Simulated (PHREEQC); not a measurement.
A column of 0.5 m (40 cells, dispersivity 0.025 m, 720 s a shift, diffusion coefficient 3e-10 m²/s) holds 0.17 eq of the database's cation exchanger X per kg of pore water, first in equilibrium with 0.0034 mol Na2SO4 and 1e-05 mol HCl per kg of water. It is flushed with 0.088 mol/kgw NaCl, 0.00038 mol/kgw CuCl2 and 1e-05 mol/kgw HCl, at 40 °C. Values are for the last cell. The system is closed to CO2. Precipitation was switched off in this run.

All values are PHREEQC results (ion-association model, phreeqc.dat), not measurements.

Q: Predict S in solution (mol/kgw) at pore volumes = 0.4125, 0.6125, 1.012, 1.812, 4.013.

A: 
```json
[
 {"pore volumes": "0.4125", "S in solution (mol/kgw)": "0.00339"},
 {"pore volumes": "0.6125", "S in solution (mol/kgw)": "0.00315"},
 {"pore volumes": "1.012", "S in solution (mol/kgw)": "0.00144"},
 {"pore volumes": "1.812", "S in solution (mol/kgw)": "6.19e-5"},
 {"pore volumes": "4.013", "S in solution (mol/kgw)": "1.19e-9"}
]
```

At this temperature some constants are extrapolated from 25 °C, and those without enthalpy data are left unchanged.
